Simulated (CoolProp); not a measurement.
Vapour-liquid equilibrium of methanol (1) + ethanol (2) at 277.9 K; x and y are mole fractions of (1).

The numbers come from the multi-fluid Helmholtz-energy mixture model, de Reuck 1993 and Schroeder 2014; pair parameters Bell 2016 in CoolProp.

Problem. Give the bubble pressure and the first vapour's composition at x = 0.05, 0.25, 0.85. Is there an azeotrope?

Solution. x = 0.05: 0.002396 MPa, y = 0.118; x = 0.25: 0.003031 MPa, y = 0.445; x = 0.85: 0.004932 MPa, y = 0.934. No azeotrope shows between x = 0.05 and 0.95.

Pair parameters are fitted to limited data, so mixtures are less certain than the pure fluids. The gap from Raoult's law changes sign with composition, which may be real or a fault of the pair parameters; it wasn't checked against measurements.
